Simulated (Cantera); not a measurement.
An isothermal, constant-pressure homogeneous reactor starts with CO : O2 : H2O : N2 = 0.0096 : 0.003 : 0.00041 : 1 (molar parts), at 1225 K and 8.40 bar. Integrator tolerance rtol = 1e-08.

Model: GRI-Mech 3.0 (53 species, 325 reactions), integrated in Cantera.

Question: What does this change do: pressure from 8.40 bar to 0.133 bar?

Answer: 
```tsv
quantity	before	after
x(CO) at 40.0 s	0.00347 (gas-phase equilibrium 0.00345)	0.00345 (gas-phase equilibrium 0.00345)
x(O2) at 40.0 s	8.21e-10 (gas-phase equilibrium <1e-12)	2.21e-9 (gas-phase equilibrium <1e-12)
x(H2O) at 40.0 s	0.000308 (gas-phase equilibrium 0.000292)	0.000291 (gas-phase equilibrium 0.000292)
x(H2O2) at 40.0 s	<1e-12 (gas-phase equilibrium <1e-12)	<1e-12 (gas-phase equilibrium <1e-12)
x(NO) at 40.0 s	1.09e-7 (gas-phase equilibrium 1.10e-11)	3.74e-6 (gas-phase equilibrium 8.71e-11)
x(H2) at 40.0 s	9.80e-5 (gas-phase equilibrium 0.000114)	0.000113 (gas-phase equilibrium 0.000114)
```
